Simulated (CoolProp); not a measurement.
Vapour-liquid equilibrium of hydrogen sulfide (1) + isobutane (2) at 69.25 °C; x and y are mole fractions of (1).

Values from CoolProp's multi-fluid Helmholtz-energy mixture model, Lemmon 2006 and Bücker 2006; pair parameters Kunz 2012.

```tsv
x	bubble pressure (kPa)	y at the bubble point	dew pressure at overall composition x (kPa)	liquid density (mol/L)
0.05	1297	0.175	1127	8.643
0.125	1648	0.360	1223	9.024
0.2	1999	0.485	1335	9.426
0.275	2342	0.574	1467	9.852
0.35	2671	0.640	1624	10.31
0.425	2984	0.692	1815	10.80
0.5	3284	0.737	2051	11.35
0.575	3574	0.776	2349	11.96
0.65	3860	0.813	2728	12.67
0.725	4145	0.850	3202	13.52
0.8	4433	0.888	3757	14.54
0.875	4723	0.928	4334	15.82
0.95	5014	0.970	4876	17.43
```

No azeotrope shows between x = 0.05 and 0.95.

The pair parameters rest on a limited set of measurements; away from them the model extrapolates.
